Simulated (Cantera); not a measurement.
Charge: 1 mol TEOS, a varied amount of H2O, equilibrated at 850 K and 0.133 bar.

Cantera equilibrium calculation (NASA polynomials, part measured and part estimated; ideal gas, pure solids and liquids). Candidate condensed phases: C, C6H6, C7H8, C8H18, H2O, Si, SiC, SiO2; 123 gas species. The feed counts by its element totals alone. Rates play no part.

Task: Which condensed phases are stable at each of these points (n(H2O) (mol)): 1.4, 1.9, 2.7, 3.8, 5.3, 7.3, 10, 14?

Result: 
```tsv
n(H2O) (mol)	condensed phases	Si condensed (%)
1.4	C(graphite) + SiO2(β-quartz)	100.0
1.9	C(graphite) + SiO2(β-quartz)	100.0
2.7	C(graphite) + SiO2(β-quartz)	100.0
3.8	C(graphite) + SiO2(β-quartz)	100.0
5.3	C(graphite) + SiO2(β-quartz)	100.0
7.3	C(graphite) + SiO2(β-quartz)	100.0
10	C(graphite) + SiO2(β-quartz)	100.0
14	SiO2(β-quartz)	100.0
```

From 1.4 mol H2O to 10 mol H2O the condensed part is C(graphite) + SiO2(β-quartz). At 14 mol H2O the condensed part is SiO2(β-quartz).
